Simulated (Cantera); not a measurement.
Standard-state values (1 bar) from the NASA 1993 polynomials, evaluated with Cantera. Values are per mole of reaction as written; species without (g) are pure solids or liquids, kept so even where they would boil at 1 bar.

H2(g) + 2 CaO + H2O2(g) ⇌ 2 Ca(OH)2

```json
[
 {"T (K)": "475", "ΔH° (kJ)": "-561.0", "ΔS° (J/K)": "-262.7", "ΔG° (kJ)": "-436.2", "log10 K": "47.97"},
 {"T (K)": "550", "ΔH° (kJ)": "(withheld)", "ΔS° (J/K)": "(withheld)", "ΔG° (kJ)": "(withheld)", "log10 K": "(withheld)"},
 {"T (K)": "625", "ΔH° (kJ)": "-556.4", "ΔS° (J/K)": "-254.2", "ΔG° (kJ)": "-397.5", "log10 K": "33.22"},
 {"T (K)": "700", "ΔH° (kJ)": "(withheld)", "ΔS° (J/K)": "(withheld)", "ΔG° (kJ)": "(withheld)", "log10 K": "(withheld)"},
 {"T (K)": "775", "ΔH° (kJ)": "-551.5", "ΔS° (J/K)": "-247.3", "ΔG° (kJ)": "-359.9", "log10 K": "24.26"},
 {"T (K)": "850", "ΔH° (kJ)": "-549.0", "ΔS° (J/K)": "-244.1", "ΔG° (kJ)": "-341.5", "log10 K": "20.98"},
 {"T (K)": "925", "ΔH° (kJ)": "-546.3", "ΔS° (J/K)": "-241.1", "ΔG° (kJ)": "-323.3", "log10 K": "18.25"},
 {"T (K)": "1000", "ΔH° (kJ)": "-543.6", "ΔS° (J/K)": "-238.3", "ΔG° (kJ)": "-305.3", "log10 K": "15.95"}
]
```

**Question.** Some entries are withheld; supply them.

**Answer.** 
- 550, ΔH° (kJ): -558.7
- 550, ΔS° (J/K): -258.2
- 550, ΔG° (kJ): -416.7
- 550, log10 K: 39.57
- 700, ΔH° (kJ): -554.0
- 700, ΔS° (J/K): -250.6
- 700, ΔG° (kJ): -378.6
- 700, log10 K: 28.25
